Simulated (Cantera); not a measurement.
**Equilibrium for carbothermic reduction: CuO + CH₄ + N₂**

Input: 1 mol CuO, a varied amount of CH₄, 0.11 mol N₂, held at 2025 °C and 1.00 Torr.

Cantera equilibrium calculation (NASA polynomials, part measured and part estimated; ideal gas, pure solids and liquids). Candidate condensed phases: C, C₆H₆, C₇H₈, C₈H₁₈, Cu, CuO, Cu(OH)₂, Cu₂O, H₂O; 139 gas species. Rates play no part.

```tsv
n(CH₄) (mol)	x H₂	x Cu	x CO	x H	x H₂O	x N₂	n C(graphite)
0.73	0.277	0.281	0.197	0.138	0.0611	0.0308	0
0.92	0.345	0.238	0.217	0.154	0.0158	0.0262	0
1.2	0.401	0.203	0.203	0.166	4.57e-9	0.0203	0.162
1.5	0.444	0.179	0.179	0.175	4.45e-9	0.0176	0.456
1.8	0.479	0.159	0.159	0.181	4.27e-9	0.0156	0.749
2.3	0.522	0.135	0.135	0.189	3.95e-9	0.0130	1.24
2.9	0.559	0.114	0.114	0.196	3.57e-9	0.0108	1.83
3.7	0.594	0.0945	0.0945	0.202	3.15e-9	0.00877	2.61
4.6	0.622	0.0793	0.0793	0.207	2.76e-9	0.00721	3.49
5.8	0.647	0.0652	0.0652	0.211	2.37e-9	0.00579	4.67
```
x: gas mole fraction; n: condensed amount in mol.

From 0.73 mol CH₄ to 0.92 mol CH₄ nothing is condensed. From 1.2 mol CH₄ to 5.8 mol CH₄ the condensed part is C(graphite). The main Cu-bearing gas is Cu throughout.
